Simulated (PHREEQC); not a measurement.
Solution (25 °C): 0.14 mol/kgw KHCO3, 0.015 mol/kgw NaF and 0.00026 mol/kgw LiCl. Closed to the air; pH follows from the charge balance.

Equilibrium calculation in PHREEQC: ion-association model, phreeqc.dat.

The pH comes out as 8.08 and the ionic strength is 0.156 mol/kgw. The specific conductance is 14600 µS/cm and the density comes out as 1.007 g/cm³. The total alkalinity comes out as 140 meq/kg.

```json
[
 {"species": "K+", "molality": "0.140", "activity": "0.102", "log γ": "-0.136"},
 {"species": "HCO3-", "molality": "0.136", "activity": "0.103", "log γ": "-0.118"},
 {"species": "F-", "molality": "0.0149", "activity": "0.0109", "log γ": "-0.139"},
 {"species": "Na+", "molality": "0.0142", "activity": "0.0108", "log γ": "-0.119"},
 {"species": "CO2", "molality": "0.00188", "activity": "0.00195", "log γ": "0.016"},
 {"species": "CO3-2", "molality": "0.00173", "activity": "0.000580", "log γ": "-0.474"},
 {"species": "NaHCO3", "molality": "0.000604", "activity": "0.000626", "log γ": "0.016"},
 {"species": "Cl-", "molality": "0.000260", "activity": "0.000191", "log γ": "-0.134"}
]
```

No solid was allowed to form.
